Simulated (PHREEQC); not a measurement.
K2CO3 is added in steps, without added water, to 1 kg of water holding 0.0018 mol HBr, 0.016 mol NaCl and 0.00096 mol KCl, at 10 °C. The system is closed to CO2. Solids allowed: Halite, Kalicinite, Nahcolite, Natron, Sylvite, Trona. Others were left out.

Base run: PHREEQC, Pitzer model, pitzer.dat. Each further column changes one thing. The table gives pH.

```
K2CO3 added (mol)   base  NaCl from 0.016 to 0.08 mol/kgw  HBr left out  NaCl from 0.016 to 0.008 mol/kgw  no solid may form
-----------------  -----  -------------------------------  ------------  --------------------------------  -----------------
0                   2.80                             2.83          7.26                              2.79               2.80
0.001275            6.59                             6.57         10.87                              6.59               6.59
0.002975           10.05                             9.88         11.07                             10.10              10.05
0.00425            10.35                            10.19         11.15                             10.40              10.35
0.005525           10.52                            10.36         11.20                             10.56              10.52
0.007225           10.67                            10.52         11.26                             10.70              10.67
0.0085             10.75                            10.60         11.29                             10.78              10.75
0.009775           10.81                            10.67         11.32                             10.84              10.81
0.01148            10.88                            10.75         11.35                             10.91              10.88
0.01275            10.92                            10.79         11.37                             10.95              10.92
0.01402            10.96                            10.84         11.39                             10.98              10.96
0.01572            11.00                            10.89         11.41                             11.03              11.00
0.017              11.03                            10.92         11.42                             11.05              11.03
```

At this temperature some constants are extrapolated from 25 °C, and those without enthalpy data are left unchanged.
